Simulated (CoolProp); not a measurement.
Saturation properties of octamethylcyclotetrasiloxane (D4).

The numbers come from the reference Helmholtz-energy equation of state, Thol 2015 in CoolProp.

| T (K) | p (bar) | liquid density (kg/m³) | vapour density (kg/m³) | enthalpy of vaporisation (kJ/kg) | surface tension (mN/m) |
|---|---|---|---|---|---|
| 376.4 | 0.09978 | 859.2 | 0.9587 | 157.5 | [?] |
| 386.7 | 0.1488 | [?] | 1.399 | 153.9 | 11.6 |
| 397 | 0.2161 | 833.8 | 1.990 | 150.2 | 10.9 |
| 407.3 | 0.3060 | 820.8 | 2.768 | 146.5 | 10.1 |
| 417.7 | 0.4250 | 807.4 | 3.783 | [?] | 9.44 |
| 428 | 0.5766 | 793.9 | 5.064 | 138.9 | 8.75 |
| 438.3 | 0.7679 | 780.0 | 6.669 | 135.0 | 8.07 |
| 448.6 | 1.006 | [?] | 8.661 | 131.0 | 7.40 |
| 458.9 | 1.297 | 751.1 | 11.11 | 126.8 | 6.74 |
| 469.2 | 1.651 | 735.9 | [?] | 122.5 | 6.09 |
| 479.6 | [?] | 719.9 | 17.77 | 118.0 | 5.44 |
| 489.9 | 2.580 | 703.4 | 22.17 | 113.2 | 4.81 |

Problem. Some entries are withheld; supply them.

Solution. 
- 376.4, surface tension (mN/m): 12.3
- 386.7, liquid density (kg/m³): 846.6
- 417.7, enthalpy of vaporisation (kJ/kg): 142.8
- 448.6, liquid density (kg/m³): 765.8
- 469.2, vapour density (kg/m³): 14.10
- 479.6, p (bar): 2.078

It boils at 448.9 K under 1 atm.

Surface tension comes from a separate correlation (Mulero 2014), older than this fluid's equation and unchecked against measurements.
